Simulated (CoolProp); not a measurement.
Computed with CoolProp (reference Helmholtz-energy equation of state, Younglove 1994). It is a modified Benedict-Webb-Rubin equation, recast in Helmholtz form.

Problem. For R123, give the phase and the density (kg/m³), expansivity (1/kK), conductivity (mW/(m K)) at 10.25 °C and 7620 kPa.

Solution. 
- 10.25 °C and 7620 kPa: liquid; density 1520, expansivity 1.52, conductivity 83.4

Thermal conductivity comes from a separate model (Laesecke 1996).
